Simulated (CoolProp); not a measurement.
Vapour-liquid equilibrium of diethyl ether (1) + n-hexane (2) at 370.6 K; x and y are mole fractions of (1).

Computed with CoolProp (multi-fluid Helmholtz-energy mixture model, Thol 2014 and Thol 2019; pair parameters Bell 2016).

Question: Give the bubble pressure and the first vapour's composition at x = 0.05, 0.5, 0.65. Is there an azeotrope?

Answer: x = 0.05: 0.2546 MPa, y = 0.130; x = 0.5: 0.4335 MPa, y = 0.697; x = 0.65: 0.4877 MPa, y = 0.802. No azeotrope shows between x = 0.05 and 0.95.

Pair parameters are fitted to limited data, so mixtures are less certain than the pure fluids.
